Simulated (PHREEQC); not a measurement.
1 kg of water holding 0.018 mol MgCl2, 0.0081 mol LiCl, 0.047 mol KCl, 0.0064 mol NaCl and 0.033 mol MgSO4 is evaporated at 25 °C; the solids stay in contact with the brine. The system is closed to CO2. Only these solids could form: Arcanite, Bischofite, Bloedite, Brucite, Carnallite, Epsomite, Glaserite, Halite, Hexahydrite, Kainite, Kieserite, Leonite, Mirabilite, Misenite, Schoenite, Sylvite, Thenardite, MgCl2_4H2O.

Equilibrium calculation in PHREEQC: Pitzer model, pitzer.dat.

Task: Predict ionic strength, water activity at water left (kg) = 0.4563, 0.375, 0.04335, 0.02905.

Result: 
```tsv
water left (kg)	ionic strength	water activity
0.4563	0.542	0.992
0.375	0.660	0.991
0.04335	5.71	0.901
0.02905	7.98	0.839
```
